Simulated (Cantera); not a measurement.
Input (Python, Cantera) and output of one run.

```python
import numpy as np
import cantera as ct

gas_names = """
    H HNO HNO2 HNO3 HO2 H2 H2O H2O2 N NH NH2 NH3 NH2OH NO NO2 NO3 N2 N2H2 N2H4 N2O O OH O2 O3
""".split()
cond_names = """
    H2O(s) H2O(L)
""".split()


def load(file, names, dense=False):
    # The tables refer to 1 bar. Condensed volumes are neglected.
    table = {s.name: s for s in ct.Species.list_from_file(file)}
    out = []
    for n in names:
        d = dict(table[n].input_data)
        d["thermo"] = dict(d["thermo"], **{"reference-pressure": 1e5})
        if dense:
            d["equation-of-state"] = {"model": "constant-volume", "density": "1e6 g/cm^3"}
        out.append(ct.Species.from_dict(d))
    return out


gas = ct.Solution(thermo="ideal-gas", species=load("nasa_gas.yaml", gas_names))
cond = {s.name: ct.Solution(thermo="fixed-stoichiometry", species=[s], name=s.name)
        for s in load("nasa_condensed.yaml", cond_names, dense=True)}
atoms = {
    'NH3': {'N': 1, 'H': 3},
    'H2O': {'H': 2, 'O': 1},
    'H2': {'H': 2},
}
top_T = {}  # K; cautious upper limits of use, not melting points


def equilibrate(T, P, feed):
    n = {}
    for name, mol in feed.items():
        for a, k in atoms[name].items():
            n[a] = n.get(a, 0.0) + k * mol
    gas.TPX = T, P, n
    mass = sum(n.values()) * gas.mean_molecular_weight
    gas.equilibrate("TP")
    valid = [c for c in cond.values() if c.min_temp <= T <= top_T.get(c.name, c.max_temp)]
    mix = ct.Mixture([(gas, mass / gas.mean_molecular_weight)] + [(c, 0.0) for c in valid])
    mix.T, mix.P = T, P
    mix.equilibrate("TP", solver="vcs", rtol=1e-11, max_steps=5000)
    return mix


results = []
feed = {'NH3': 1, 'H2O': 0.31, 'H2': 1.7}  # mol
T = 1700  # K
P = 1333.22  # Pa
mix = equilibrate(T, P, feed)
results.append((T, P, feed, dict(zip(mix.species_names, mix.species_moles))))
print(gas.report(threshold=0.001))
for i in range(1, mix.n_phases):
    print(f"{mix.phase(i).name:16s} {mix.phase_moles(i):12.5e} mol")
```

It prints:

```
       temperature   1700 K
          pressure   1333.2 Pa
           density   0.00061223 kg/m^3
  mean mol. weight   6.4908 kg/kmol
   phase of matter   gas

                          1 kg             1 kmol
                     ---------------   ---------------
          enthalpy        3.9912e+06        2.5906e+07  J
   internal energy        1.8135e+06        1.1771e+07  J
           entropy             36637         2.378e+05  J/K
    Gibbs function       -5.8292e+07       -3.7836e+08  J
 heat capacity c_p            5336.8             34640  J/K
 heat capacity c_v            4055.8             26325  J/K

                      mass frac. Y      mole frac. X     chem. pot. / RT
                     ---------------   ---------------   ---------------
                 H        0.00017692         0.0011392            -11.76
                H2           0.24754           0.79698           -23.519
               H2O           0.21442          0.077257           -50.768
                N2           0.53784           0.12462           -32.806
     [  +20 minor]        1.5487e-05        5.8782e-06
```

Equilibrium computed with Cantera from the NASA thermochemical tables; the gas is ideal and each condensed phase is pure.
